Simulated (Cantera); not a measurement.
Charge: 1 mol BCl3, 10 mol H2, 67 mol N2, 1.8 mol O2, equilibrated at 1573 K.

Method: chemical equilibrium by Gibbs-energy minimisation in Cantera with the NASA 1993 tables (ideal gas, pure condensed phases). Candidate condensed phases: B, BN, B2O3, B3O3H3, H2O, NH4Cl; 49 gas species. The tables' values for BOCl are old estimates; treat these amounts as uncertain. Gases not in the tables: H3BO3. Equilibrium is a limit: real reactors are often held back by kinetics, nucleation or transport.

### Question
At 1.00 bar, list the 6 most abundant gas species with their mole fractions, and the condensed phases.

### Answer
N2 0.850, H2 0.0812, HCl 0.0381, H2O 0.0232, HBO2 0.00683, B2O3 8.98e-5. Condensed: B2O3(l).
